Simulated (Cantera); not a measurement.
A Cantera script and what it prints.

```python
import numpy as np
import cantera as ct

gas_names = [...]  # 123 gases of nasa_gas.yaml made of C, H, O, Si
cond_names = """
    C(gr) C6H6(L) C7H8(L) C8H18(L),n-octa H2O(s) H2O(L) Si(cr) Si(L) SiC(b) SiO2(Lqz) SiO2(hqz) SiO2(L)
""".split()


# ... load() reads the species with a 1 bar reference pressure and builds the phases ...
atoms = {
    'SiC': {'Si': 1, 'C': 1},
    'H2O': {'H': 2, 'O': 1},
    'H2': {'H': 2},
}
top_T = {'C(gr)': 4500, 'SiC(b)': 3050}  # K; cautious upper limits of use, not melting points


# ... equilibrate(T, P, feed) seeds the gas with the atoms and calls Mixture.equilibrate('TP', solver="vcs", rtol=1e-11, max_steps=5000) ...
results = []
feed = {'SiC': 1, 'H2O': 0.005, 'H2': 1.2}  # mol
P = 10000  # Pa
for T in [950, 1000, 1050, 1100, 1150, 1200, 1250, 1300, 1350, 1400, 1450]:
    mix = equilibrate(T, P, feed)
    results.append((T, P, feed, dict(zip(mix.species_names, mix.species_moles))))

top = {s: max(r[3][s] / sum(r[3][g] for g in gas_names) for r in results) for s in gas_names}
cols = sorted((s for s in top if top[s] > 1e-05), key=lambda s: -top[s])[:7]
seen = [c for c in cond_names if any(r[3].get(c, 0) > 1e-12 for r in results)]
print("log10 of partial pressures in bar; condensed amounts in mol")
print(f"{'T/K':>10s}" + "".join(f"{s[:9]:>10s}" for s in cols + seen))
for T, P, feed, n in results:
    ng = sum(n[g] for g in gas_names)
    print(f"{T:10.4g}" + "".join(f"{np.log10(max(n[s] / ng * P / 1e5, 1e-99)):10.3f}" for s in cols)
          + "".join(f"{n.get(c, 0):10.4g}" for c in seen))
```

Result:

```
log10 of partial pressures in bar; condensed amounts in mol
       T/K        H2       CH4        CO       SiO         H    SiC(b) SiO2(hqz)
       950    -1.001    -3.682    -9.097   -11.592    -9.755    0.9975    0.0025
      1000    -1.001    -3.682    -7.894   -10.658    -9.145    0.9975    0.0025
      1050    -1.001    -3.683    -6.806    -9.815    -8.591    0.9975  0.002499
      1100    -1.001    -3.687    -5.822    -9.048    -8.088    0.9975  0.002491
      1150    -1.001    -3.718    -4.964    -8.337    -7.628    0.9976  0.002434
      1200    -1.001    -3.856    -4.343    -7.631    -7.205    0.9978  0.002226
      1250    -1.001    -4.159    -4.036    -6.895    -6.816    0.9981  0.001944
      1300    -1.001    -4.551    -3.922    -6.160    -6.456    0.9982  0.001773
      1350    -1.001    -4.956    -3.880    -5.460    -6.123    0.9983  0.001682
      1400    -1.001    -5.341    -3.854    -4.807    -5.813    0.9983  0.001558
      1450    -1.001    -5.682    -3.804    -4.208    -5.525    0.9981  0.001174
```

Method: chemical equilibrium by Gibbs-energy minimisation in Cantera with the NASA 1993 tables (ideal gas, pure condensed phases). Mutual solubility and eutectic melting of coexisting phases are not modelled. The tables hold silica as quartz up to 1696 K and as liquid above; real silica turns to tridymite and cristobalite and melts near 1996 K.
